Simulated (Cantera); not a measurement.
Cantera run:

```python
import numpy as np
import cantera as ct

gas_names = [...]  # 113 gases of nasa_gas.yaml made of C, F, H, Si
cond_names = """
    C(gr) C6H6(L) C7H8(L) C8H18(L),n-octa Si(cr) Si(L) SiC(b)
""".split()


# ... load() reads the species with a 1 bar reference pressure and builds the phases ...
atoms = {
    'CHF3': {'C': 1, 'H': 1, 'F': 3},
    'Si': {'Si': 1},
    'H2': {'H': 2},
}
top_T = {'C(gr)': 4500, 'SiC(b)': 3050}  # K; cautious upper limits of use, not melting points


# ... equilibrate(T, P, feed) seeds the gas with the atoms and calls Mixture.equilibrate('TP', solver="vcs", rtol=1e-11, max_steps=5000) ...
results = []
feed = {'CHF3': 1, 'Si': 0.54, 'H2': 0.47}  # mol
T = 650  # K
P = 36  # Pa
mix = equilibrate(T, P, feed)
results.append((T, P, feed, dict(zip(mix.species_names, mix.species_moles))))
x = sorted(zip(gas.X, gas.species_names), reverse=True)
print(f"T = {T:g} K  P = {P:g} Pa  gas = {mix.phase_moles(0):.4g} mol")
print("   x: " + "  ".join(f"{s} {v:.3e}" for v, s in x if v > 1e-06))
print("   condensed (mol): " + ("  ".join(f"{mix.phase(i).name} {mix.phase_moles(i):.4g}"
      for i in range(1, mix.n_phases) if mix.phase_moles(i) > 1e-12) or "none"))
```

Output:

```
T = 650 K  P = 36 Pa  gas = 1.929 mol
   x: HF 4.356e-01  H2 2.837e-01  SiF4 2.800e-01  CH4 7.536e-04
   condensed (mol): C(gr) 0.9985
```

Equilibrium computed with Cantera from the NASA thermochemical tables; the gas is ideal and each condensed phase is pure.
